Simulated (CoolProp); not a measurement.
Vapour pressure (bar) of R245fa: the reference equation beside estimates from Tc = 153.9 °C, pc = 36.51 bar, ω = 0.378. Clausius-Clapeyron is anchored at -41.75 °C with a constant enthalpy of vaporisation of 30.17 kJ/mol.

Model: reference Helmholtz-energy equation of state, Akasaka 2015, in CoolProp.

| T (°C) | reference | Lee-Kesler | Clausius-Clapeyron | van der Waals | Redlich-Kwong | Soave-Redlich-Kwong | Peng-Robinson |
|---|---|---|---|---|---|---|---|
| -63.45 | 0.009813 | 0.009524 | 0.01025 | 0.8973 | 0.06403 | 0.009806 | 0.01090 |
| -41.75 | 0.05192 | 0.05066 | 0.05192 | 1.716 | 0.2354 | 0.05165 | 0.05506 |
| -20.05 | 0.1956 | 0.1927 | 0.1992 | 2.955 | 0.6569 | 0.1946 | 0.2015 |
| 1.65 | 0.5740 | 0.5711 | 0.6180 | 4.698 | 1.504 | 0.5726 | 0.5810 |
| 23.35 | 1.397 | 1.399 | 1.624 | 7.022 | 2.981 | 1.398 | 1.400 |
| 45.05 | 2.950 | 2.962 | 3.743 | 9.995 | 5.298 | 2.963 | 2.941 |
| 66.75 | 5.582 | 5.600 | 7.752 | 13.68 | 8.664 | 5.626 | 5.558 |
| 88.45 | 9.697 | 9.705 | 14.71 | 18.11 | 13.28 | 9.806 | 9.674 |
| 110.15 | 15.76 | 15.74 | 25.97 | 23.36 | 19.32 | 15.97 | 15.78 |

Absolute difference from the reference over all 9 rows, mean and median: Lee-Kesler 0.9 and 0.4 %, Clausius-Clapeyron 23.6 and 16.2 %, van der Waals 1700.0 and 402.6 %, Redlich-Kwong 179.1 and 113.4 %, Soave-Redlich-Kwong 0.6 and 0.5 %, Peng-Robinson 2.5 and 0.4 %.
